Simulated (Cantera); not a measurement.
A closed system holds: 1 mol Si, 0.53 mol CO2, 36 mol H2, at 1848 K and 7.50 Torr.

These are equilibrium values from Cantera (NASA tables, ideal gas, pure condensed phases), not measurements of a reactor. Candidate condensed phases: C, C6H6, C7H8, C8H18, H2O, Si, SiC, SiO2; 123 gas species. Gases not in the tables: Si2H6 and higher silanes. Equilibrium is a limit: real reactors are often held back by kinetics, nucleation or transport.

Base state: H2 0.966, SiO 0.0204, CO 0.00816, H 0.00521, Si 0.000371, SiH 3.63e-5, SiH2 2.38e-5 (mole fractions); condensed: SiC(s).

What changes in the equilibrium state with this change: CO2 from 0.53 to 0.48 mol?


```
species       before    after
-----------  -------  -------
H2             0.966    0.968
SiO           0.0204   0.0197
CO           0.00816  0.00618
SiH2         2.38e-5  2.69e-5
SiH          3.63e-5  4.11e-5
SiC(s), mol    0.227    0.251
```

What changes in the equilibrium state with this change: temperature from 1848 K to 1225 K?


```tsv
species	before	after
H2	0.966	0.999
CO	0.00816	0.00109
CH4	3.10e-7	2.98e-5
SiO	0.0204	1.01e-5
Si	0.000371	<1e-9
SiH	3.63e-5	<1e-9
SiH2	2.38e-5	<1e-9
H	0.00521	3.11e-6
SiC(s), mol	0.227	0.490
SiO2(β-quartz), mol	0	0.510
```
Mutual solubility and eutectic melting of coexisting phases are not modelled. The tables hold silica as quartz up to 1696 K and as liquid above; real silica turns to tridymite and cristobalite and melts near 1996 K.
